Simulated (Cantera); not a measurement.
## Pyrogenic steam for wet oxidation

A perfectly stirred reactor is fed with H2 : O2 : N2 = 1.9 : 1 : 18 (molar parts), equivalence ratio 0.95, at 13300 Pa; it is held at 1350 K, and followed from long to short residence time.

Computed with Cantera and GRI-Mech 3.0 (53 species, 325 reactions). The temperature is held fixed by assumption; the heat of reaction is taken as removed at once.

```csv
τ (s),x H2,x O2,x HO2,x H2O,x H,x NO,x H2O2
1.2,0.00216,0.00355,2.75e-7,0.0923,0.000725,3.91e-6,8.49e-8
0.59,0.00297,0.00401,3.19e-7,0.0911,0.00125,4.99e-6,1.03e-7
0.29,0.00397,0.00461,3.72e-7,0.0894,0.00211,6.27e-6,1.21e-7
0.14,0.00521,0.00541,4.38e-7,0.0872,0.00348,7.73e-6,1.38e-7
0.069,0.00661,0.00638,5.13e-7,0.0845,0.00552,9.14e-6,1.52e-7
0.034,0.00817,0.00759,6.01e-7,0.0810,0.00848,1.03e-5,1.63e-7
0.017,0.00979,0.00898,6.97e-7,0.0769,0.0125,1.10e-5,1.71e-7
0.0081,0.0116,0.0107,8.04e-7,0.0717,0.0179,1.08e-5,1.74e-7
0.0040,0.0132,0.0124,9.03e-7,0.0664,0.0238,9.52e-6,1.74e-7
0.0019,0.0151,0.0142,1.00e-6,0.0608,0.0299,7.12e-6,1.72e-7
0.00095,0.0173,0.0159,1.09e-6,0.0560,0.0341,4.62e-6,1.71e-7
```
x: mole fraction; the columns are a selection and need not sum to one.
